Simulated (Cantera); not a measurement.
Input: 1 mol SiHCl3, 3.4 mol NH3, equilibrated at 2073 K and 10.0 mbar.

These are equilibrium values from Cantera (NASA tables, ideal gas, pure condensed phases), not measurements of a reactor. Candidate condensed phases: NH4Cl, Si, Si3N4; 28 gas species. The tables' values for SiCl, SiCl3, SiN are old estimates; treat these amounts as uncertain. Gases not in the tables: Si2H6 and higher silanes. Kinetics and transport are ignored.

Base state: H2 0.538, N2 0.188, HCl 0.147, SiCl2 0.0884, H 0.0193, Si 0.00997, SiCl 0.00423, Cl 0.00389 (mole fractions); condensed: Si(l).

**Question.** What changes in the equilibrium state with this change: pressure from 10.0 mbar to 44.0 mbar?

**Answer.** 
```
species       before     after
----------  --------  --------
H2             0.538     0.551
N2             0.188     0.191
HCl            0.147     0.151
H             0.0193   0.00930
Si           0.00997   0.00227
SiCl2         0.0884    0.0907
Si3          2.53e-5   5.76e-6
Si2         0.000122   2.78e-5
SiCl3       0.000318  0.000692
Si(l), mol    0.0617     0.146
```

**Question.** What changes in the equilibrium state with this change: temperature from 2073 K to 1523.15 K?

**Answer.** 
| species | before | after |
|---|---|---|
| H2 | 0.538 | 0.543 |
| HCl | 0.147 | 0.247 |
| N2 | 0.188 | 0.158 |
| SiCl2 | 0.0884 | 0.0479 |
| H | 0.0193 | 0.000171 |
| Si2 | 0.000122 | <1e-9 |
| Si2N | 0.000117 | 2.20e-9 |
| Si | 0.00997 | 2.36e-7 |
| Si3 | 2.53e-5 | <1e-9 |
| SiN | 9.52e-5 | 1.09e-8 |
| Si(l), mol | 0.0617 | 0 |
| Si3N4(s), mol | 0 | 0.187 |
The tables' values for SiCl3 are old estimates; treat these amounts as uncertain.
